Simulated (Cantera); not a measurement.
A perfectly stirred reactor is fed with 20.4 % C3H8, 79.6 % H2, at 11.0 Pa; it is held at 1300 K, and followed from long to short residence time.

Detailed kinetics in Cantera: GRI-Mech 3.0 (53 species, 325 reactions). GRI-Mech 3.0 was tuned for natural gas; its chemistry of propane as a main component is partial and can be far from experiment. GRI-Mech 3.0 stops at C3 and has no aromatics, soot or wall deposition, so with more carbon than oxygen in the feed, carbon stays in small species such as C2H2 where larger ones or solid carbon would form. Radical loss at walls, strong at low pressure, is not modelled.

Q: Predict: x(C3H8) at τ = 10.0 s; x(H2) at τ = 10.0 s; x(C2H6) at τ = 10.0 s; x(CH4) at τ = 10.0 s; x(CH3) at τ = 10.0 s; x(C3H8) at τ = 65.0 ms; x(H2) at τ = 65.0 ms; x(C2H6) at τ = 65.0 ms; x(CH4) at τ = 65.0 ms; x(CH3) at τ = 65.0 ms.

A: 
```json
{
 "x(C3H8) at τ = 10.0 s": "0.00347",
 "x(H2) at τ = 10.0 s": "0.689",
 "x(C2H6) at τ = 10.0 s": "0.000120",
 "x(CH4) at τ = 10.0 s": "0.156",
 "x(CH3) at τ = 10.0 s": "0.00253",
 "x(C3H8) at τ = 65.0 ms": "0.164",
 "x(H2) at τ = 65.0 ms": "0.769",
 "x(C2H6) at τ = 65.0 ms": "0.000553",
 "x(CH4) at τ = 65.0 ms": "0.0264",
 "x(CH3) at τ = 65.0 ms": "0.00893"
}
```
